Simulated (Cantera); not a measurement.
Charge: 1 mol SiO2, 3.1 mol CO, 7.5 mol N2, a varied amount of C, at 1827 °C and 0.0150 bar.

Method: chemical equilibrium by Gibbs-energy minimisation in Cantera with the NASA 1993 tables (ideal gas, pure condensed phases). Candidate condensed phases: C, Si, SiC, SiO2, Si2N2O, Si3N4; 34 gas species. The tables' values for SiO2, SiN are old estimates; treat these amounts as uncertain. The tables hold silica as quartz up to 1696 K and as liquid above; real silica turns to tridymite and cristobalite and melts near 1996 K. Kinetics and transport are ignored.

log p: log10 of the partial pressure in bar; n: condensed amount in mol.

```json
[
 {"n(C) (mol)": "0.73", "log p N2": "-2.04", "log p CO": "-2.35", "log p SiO": "-2.94", "log p CO2": "-3.60", "log p Si": "(withheld)", "log p Si2C": "<-13", "n SiO2(l)": "0.0646", "n SiC(s)": "0", "n C(graphite)": "0"},
 {"n(C) (mol)": "1.4", "log p N2": "-2.05", "log p CO": "-2.29", "log p SiO": "-3.03", "log p CO2": "-8.77", "log p Si": "(withheld)", "log p Si2C": "-5.77", "n SiO2(l)": "0", "n SiC(s)": "0.180", "n C(graphite)": "0"},
 {"n(C) (mol)": "2", "log p N2": "-2.05", "log p CO": "-2.26", "log p SiO": "-3.24", "log p CO2": "-8.83", "log p Si": "(withheld)", "log p Si2C": "-5.89", "n SiO2(l)": "0", "n SiC(s)": "0.484", "n C(graphite)": "0"},
 {"n(C) (mol)": "2.7", "log p N2": "-2.05", "log p CO": "-2.23", "log p SiO": "-3.77", "log p CO2": "-9.05", "log p Si": "(withheld)", "log p Si2C": "-6.17", "n SiO2(l)": "0", "n SiC(s)": "0.841", "n C(graphite)": "0"},
 {"n(C) (mol)": "3.3", "log p N2": "-2.05", "log p CO": "-2.22", "log p SiO": "-4.16", "log p CO2": "-9.23", "log p Si": "-4.98", "log p Si2C": "-6.37", "n SiO2(l)": "0", "n SiC(s)": "0.931", "n C(graphite)": "0.426"},
 {"n(C) (mol)": "3.9", "log p N2": "-2.05", "log p CO": "-2.22", "log p SiO": "-4.16", "log p CO2": "-9.23", "log p Si": "-4.98", "log p Si2C": "-6.37", "n SiO2(l)": "0", "n SiC(s)": "0.931", "n C(graphite)": "1.03"},
 {"n(C) (mol)": "4.6", "log p N2": "-2.05", "log p CO": "-2.22", "log p SiO": "-4.16", "log p CO2": "-9.23", "log p Si": "-4.98", "log p Si2C": "-6.37", "n SiO2(l)": "0", "n SiC(s)": "0.931", "n C(graphite)": "1.73"}
]
```

Question: What belongs in the gaps?

Answer: 
- 0.73, log p Si: -9.53
- 1.4, log p Si: -4.39
- 2, log p Si: -4.50
- 2.7, log p Si: -4.79
